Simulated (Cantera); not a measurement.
Input: 1 mol Si₃N₄, 0.0058 mol O₂, 94 mol N₂, at 1573 K and 2100 Torr.

Equilibrium computed with Cantera from the NASA thermochemical tables; the gas is ideal and each condensed phase is pure. Candidate condensed phases: Si, SiO₂, Si₂N₂O, Si₃N₄; 16 gas species. Mutual solubility and eutectic melting of coexisting phases are not modelled. Rates play no part.

Base state: N₂ 1.00 (mole fractions); condensed: Si₂N₂O(s) + Si₃N₄(s).

Problem. What changes in the equilibrium state with this change: pressure from 2100 Torr to 7.50 Torr?

Solution. 
```json
[
 {"species": "N₂", "before": "1.00", "after": "1.000"},
 {"species": "SiO", "before": "6.79e-8", "after": "0.000123"},
 {"species": "Si₂N₂O(s), mol", "before": "0.0116", "after": "0"},
 {"species": "Si₃N₄(s), mol", "before": "0.992", "after": "0.996"}
]
```
